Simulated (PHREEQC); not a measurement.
## Metal-bearing waste water: speciation

A solution holds 1.4 mmol/kgw Al2(SO4)3, 0.6 mmol/kgw NaF and 1.6 mmol/kgw NaCl, at 60 °C. Closed to the air; pH follows from the charge balance.

The numbers come from PHREEQC with the ion-association model, phreeqc.dat.

Each row changes one thing in this solution. Precipitation was switched off in this run.

```csv
case,pH,ionic strength (mol/kgw),SO4-2 (mol/kgw),HSO4- (mol/kgw),NaSO4- (mol/kgw)
as made,3.77,0.0111,0.00244,6.71e-5,2.06e-5
Al2(SO4)3 from 0.0014 to 0.014 mol/kgw,3.62,0.0559,0.0134,0.000387,7.35e-5
temperature from 60 to 85 °C,3.52,0.0109,0.00238,0.000236,2.21e-5
Al2(SO4)3 replaced by MgSO4 at the same molality,6.62,0.00649,0.00109,4.56e-8,1.02e-5
NaCl left out,3.78,0.00936,0.00242,6.77e-5,5.77e-6
NaF left out,3.71,?,0.00208,6.80e-5,1.30e-5
NaCl from 0.0016 to 0.00016 mol/kgw,3.78,0.00954,0.00242,?,7.28e-6
```

### Question
Some entries are withheld; supply them.

### Answer

- NaF left out, ionic strength (mol/kgw): 0.0100
- NaCl from 0.0016 to 0.00016 mol/kgw, HSO4- (mol/kgw): 6.76e-5

Some of these states are supersaturated (in Gibbsite (slow to form), for instance). At this temperature some constants are extrapolated from 25 °C, and those without enthalpy data are left unchanged. Fluoro complexes past AlF4- and FeF3 are missing from the database.
